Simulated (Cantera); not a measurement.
Input: 1 mol Pb, 6.3 mol H2, held at 1098.15 K and 698 Torr.

Method: chemical equilibrium by Gibbs-energy minimisation in Cantera with the NASA 1993 tables (ideal gas, pure condensed phases). Candidate condensed phases: Pb; 4 gas species. Rates play no part.

### Question
What is the equilibrium state?

### Answer
| Property | Value |
|---|---|
| x(H2) | 1.000 |
| x(Pb) | 0.000126 |
| n(Pb(l)) | 0.999 mol |
| gas amount | 6.301 mol |
